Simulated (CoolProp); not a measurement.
Properties of p-xylene along the isobar 48.9 bar.

Values from CoolProp's reference Helmholtz-energy equation of state, Zhou 2012.

| T (K) | phase | density (kg/m³) | conductivity (mW/(m K)) | fugacity coefficient |
|---|---|---|---|---|
| 397 | liquid | 774.0 | 105 | 0.01634 |
| 428.9 | liquid | 744.0 | 98.9 | 0.03675 |
| 460.7 | liquid | 712.1 | 93.5 | 0.07141 |
| 492.6 | liquid | 677.5 | 88.9 | 0.1240 |
| 524.4 | liquid | 639.1 | 85.2 | 0.1960 |
| 556.3 | liquid | 594.3 | 82.4 | 0.2871 |
| 588.1 | liquid | 538.0 | 80.1 | 0.3931 |
| 620 | supercritical | 451.1 | 78.1 | 0.5069 |

Thermal conductivity comes from a separate model (Mylona 2014).
